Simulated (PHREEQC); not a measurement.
1 kg of water holding 0.0057 mol/kgw Na2CO3 and 0.0046 mol/kgw NaHCO3 is evaporated at 25 °C; the solids stay in contact with the brine. CO2 is held at log p = -3.4 (atm). Only these solids could form: Nahcolite, Natron, Trona.

Equilibrium calculation in PHREEQC: Pitzer model, pitzer.dat.

```json
[
 {"water left (kg)": "0.9999", "ionic strength": "0.0178", "water activity": "0.999", "Na in solution (mol/kgw)": "0.0160", "C in solution (mol/kgw)": "0.0142"},
 {"water left (kg)": "0.8218", "ionic strength": "0.0220", "water activity": "0.999", "Na in solution (mol/kgw)": "0.0195", "C in solution (mol/kgw)": "0.0169"},
 {"water left (kg)": "0.6755", "ionic strength": "0.0273", "water activity": "0.999", "Na in solution (mol/kgw)": "0.0237", "C in solution (mol/kgw)": "0.0201"},
 {"water left (kg)": "0.5552", "ionic strength": "0.0337", "water activity": "0.999", "Na in solution (mol/kgw)": "0.0288", "C in solution (mol/kgw)": "0.0239"},
 {"water left (kg)": "0.4563", "ionic strength": "0.0418", "water activity": "0.999", "Na in solution (mol/kgw)": "0.0351", "C in solution (mol/kgw)": "0.0283"},
 {"water left (kg)": "0.3082", "ionic strength": "0.0639", "water activity": "0.998", "Na in solution (mol/kgw)": "0.0519", "C in solution (mol/kgw)": "0.0399"},
 {"water left (kg)": "0.2533", "ionic strength": "0.0790", "water activity": "0.998", "Na in solution (mol/kgw)": "0.0632", "C in solution (mol/kgw)": "0.0473"},
 {"water left (kg)": "0.2082", "ionic strength": "0.0976", "water activity": "0.998", "Na in solution (mol/kgw)": "0.0769", "C in solution (mol/kgw)": "0.0561"},
 {"water left (kg)": "0.1711", "ionic strength": "0.120", "water activity": "0.997", "Na in solution (mol/kgw)": "0.0935", "C in solution (mol/kgw)": "0.0666"},
 {"water left (kg)": "0.1406", "ionic strength": "0.148", "water activity": "0.997", "Na in solution (mol/kgw)": "0.114", "C in solution (mol/kgw)": "0.0791"},
 {"water left (kg)": "0.1156", "ionic strength": "0.183", "water activity": "0.996", "Na in solution (mol/kgw)": "0.138", "C in solution (mol/kgw)": "0.0940"},
 {"water left (kg)": "0.09502", "ionic strength": "0.225", "water activity": "0.996", "Na in solution (mol/kgw)": "0.168", "C in solution (mol/kgw)": "0.112"},
 {"water left (kg)": "0.06418", "ionic strength": "0.339", "water activity": "0.994", "Na in solution (mol/kgw)": "0.249", "C in solution (mol/kgw)": "0.159"},
 {"water left (kg)": "0.05276", "ionic strength": "0.416", "water activity": "0.993", "Na in solution (mol/kgw)": "0.303", "C in solution (mol/kgw)": "0.190"},
 {"water left (kg)": "0.04336", "ionic strength": "0.510", "water activity": "0.991", "Na in solution (mol/kgw)": "0.369", "C in solution (mol/kgw)": "0.227"},
 {"water left (kg)": "0.03565", "ionic strength": "0.625", "water activity": "0.990", "Na in solution (mol/kgw)": "0.449", "C in solution (mol/kgw)": "0.272"},
 {"water left (kg)": "0.02931", "ionic strength": "0.765", "water activity": "0.988", "Na in solution (mol/kgw)": "0.546", "C in solution (mol/kgw)": "0.326"},
 {"water left (kg)": "0.02409", "ionic strength": "0.937", "water activity": "0.986", "Na in solution (mol/kgw)": "0.664", "C in solution (mol/kgw)": "0.391"},
 {"water left (kg)": "0.01981", "ionic strength": "1.15", "water activity": "0.983", "Na in solution (mol/kgw)": "0.808", "C in solution (mol/kgw)": "0.470"},
 {"water left (kg)": "0.0163", "ionic strength": "1.40", "water activity": "0.980", "Na in solution (mol/kgw)": "0.982", "C in solution (mol/kgw)": "0.564"},
 {"water left (kg)": "0.0134", "ionic strength": "1.71", "water activity": "0.976", "Na in solution (mol/kgw)": "1.19", "C in solution (mol/kgw)": "0.678"},
 {"water left (kg)": "0.009058", "ionic strength": "2.55", "water activity": "0.966", "Na in solution (mol/kgw)": "1.77", "C in solution (mol/kgw)": "0.985"},
 {"water left (kg)": "0.007456", "ionic strength": "3.10", "water activity": "0.960", "Na in solution (mol/kgw)": "2.15", "C in solution (mol/kgw)": "1.19"},
 {"water left (kg)": "0.006124", "ionic strength": "3.79", "water activity": "0.952", "Na in solution (mol/kgw)": "2.61", "C in solution (mol/kgw)": "1.44"},
 {"water left (kg)": "0.005044", "ionic strength": "4.61", "water activity": "0.943", "Na in solution (mol/kgw)": "3.17", "C in solution (mol/kgw)": "1.73"}
]
```

Species that the database lacks are ignored.
